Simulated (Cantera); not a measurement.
Feed: 1 mol SiH4, 0.096 mol C3H8, 8.3 mol H2, at 627 °C and 1.50 mbar.

Method: chemical equilibrium by Gibbs-energy minimisation in Cantera with the NASA 1993 tables (ideal gas, pure condensed phases). Candidate condensed phases: C, C6H6, C7H8, C8H18, Si, SiC; 87 gas species. Rates play no part.

Base state: H2 1.00 (mole fractions); condensed: Si(s) + SiC(s).

Question: What changes in the equilibrium state with this change: temperature from 627 °C to 1800 °C?

Answer: 
| species | before | after |
|---|---|---|
| H2 | 1.00 | 0.877 |
| H | 3.02e-9 | 0.0636 |
| Si | <1e-9 | 0.0558 |
| Si2C | <1e-9 | 0.00206 |
| SiH | <1e-9 | 0.00116 |
| Si2 | <1e-9 | 0.000576 |
| SiH2 | <1e-9 | 0.000117 |
| Si3 | <1e-9 | 0.000100 |
| Si(s), mol | 0.712 | 0 |
| SiC(s), mol | 0.288 | 0.263 |
Gases not in the tables: Si2H6 and higher silanes.

Question: What changes in the equilibrium state with this change: SiH4 replaced by SiH2Cl2?

Answer: 
```csv
species,before,after
H2,1.00,0.935
SiCl4,0,0.0393
HCl,0,0.0183
SiHCl3,0,0.00571
SiCl3,0,0.000634
SiCl2,0,0.000487
SiH2Cl2,0,7.86e-5
"Si(s), mol",0.712,0.240
"SiC(s), mol",0.288,0.288
```
The tables' values for SiCl3 are old estimates; treat these amounts as uncertain.

Question: What changes in the equilibrium state with this change: temperature from 627 °C to 1450 °C?

Answer: 
```csv
species,before,after
H2,1.00,0.995
H,3.02e-9,0.00470
Si,<1e-9,0.000657
SiH,<1e-9,3.65e-5
SiH2,<1e-9,1.69e-5
"Si(s), mol",0.712,0
"SiC(s), mol",0.288,0.288
"Si(l), mol",0,0.704
```
Mutual solubility and eutectic melting of coexisting phases are not modelled. Gases not in the tables: Si2H6 and higher silanes.
